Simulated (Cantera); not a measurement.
A freely propagating, adiabatic, planar premixed flame of 9.25 % CH4, 16.8 % O2, 63.3 % N2, 9.25 % H2O, 1.39 % CO2, unburnt at 348 K and 0.710 bar; mixture-averaged transport, grid criteria slope 0.08 and curve 0.16, no radiation.

Cantera simulation using GRI-Mech 3.0 (53 species, 325 reactions); the numbers are that mechanism's predictions, not measurements. Burning velocities carry a grid error of a few per cent, more on coarse grids.

x: mole fraction of selected species; z is measured from the peak of heat release.

```json
[
 {"z (mm)": "-2.37", "T (K)": "348", "u (m/s)": "0.330", "x CH4": "0.0924", "x O2": "0.168", "x H2O": "0.0924", "x H2O2": "1.13e-8", "x CO": "2.03e-6", "x O": "<1e-8"},
 {"z (mm)": "-1.58", "T (K)": "351", "u (m/s)": "0.333", "x CH4": "0.0920", "x O2": "0.168", "x H2O": "0.0926", "x H2O2": "2.57e-7", "x CO": "4.66e-5", "x O": "<1e-8"},
 {"z (mm)": "-1.18", "T (K)": "361", "u (m/s)": "0.344", "x CH4": "0.0911", "x O2": "0.167", "x H2O": "0.0937", "x H2O2": "1.29e-6", "x CO": "0.000241", "x O": "<1e-8"},
 {"z (mm)": "-0.789", "T (K)": "?", "u (m/s)": "0.425", "x CH4": "0.0858", "x O2": "0.161", "x H2O": "0.103", "x H2O2": "8.44e-6", "x CO": "0.00197", "x O": "<1e-8"},
 {"z (mm)": "-0.394", "T (K)": "?", "u (m/s)": "0.876", "x CH4": "0.0580", "x O2": "0.123", "x H2O": "0.149", "x H2O2": "2.10e-5", "x CO": "0.0149", "x O": "2.98e-6"},
 {"z (mm)": "-0.197", "T (K)": "?", "u (m/s)": "1.28", "x CH4": "0.0309", "x O2": "0.0830", "x H2O": "0.189", "x H2O2": "9.33e-6", "x CO": "0.0298", "x O": "4.88e-5"},
 {"z (mm)": "0", "T (K)": "1660", "u (m/s)": "1.64", "x CH4": "0.00642", "x O2": "0.0388", "x H2O": "0.226", "x H2O2": "8.12e-7", "x CO": "0.0431", "x O": "0.000387"},
 {"z (mm)": "0.197", "T (K)": "1793", "u (m/s)": "1.76", "x CH4": "0.000317", "x O2": "0.0162", "x H2O": "0.241", "x H2O2": "3.07e-7", "x CO": "0.0392", "x O": "0.00114"},
 {"z (mm)": "0.394", "T (K)": "1831", "u (m/s)": "1.79", "x CH4": "7.96e-6", "x O2": "0.00982", "x H2O": "0.244", "x H2O2": "2.74e-7", "x CO": "0.0318", "x O": "0.00134"},
 {"z (mm)": "0.789", "T (K)": "1874", "u (m/s)": "1.83", "x CH4": "<1e-8", "x O2": "0.00678", "x H2O": "0.245", "x H2O2": "2.14e-7", "x CO": "0.0262", "x O": "0.00112"},
 {"z (mm)": "1.58", "T (K)": "1923", "u (m/s)": "1.87", "x CH4": "<1e-8", "x O2": "0.00479", "x H2O": "0.249", "x H2O2": "1.48e-7", "x CO": "0.0241", "x O": "0.000751"},
 {"z (mm)": "3.16", "T (K)": "1971", "u (m/s)": "1.91", "x CH4": "<1e-8", "x O2": "0.00293", "x H2O": "0.253", "x H2O2": "9.21e-8", "x CO": "0.0228", "x O": "0.000412"},
 {"z (mm)": "6.31", "T (K)": "2007", "u (m/s)": "1.94", "x CH4": "<1e-8", "x O2": "0.00149", "x H2O": "0.256", "x H2O2": "5.16e-8", "x CO": "0.0216", "x O": "0.000190"}
]
```

### Question
What belongs in the gaps?

### Answer

- -0.789, T (K): 443
- -0.394, T (K): 900
- -0.197, T (K): 1304
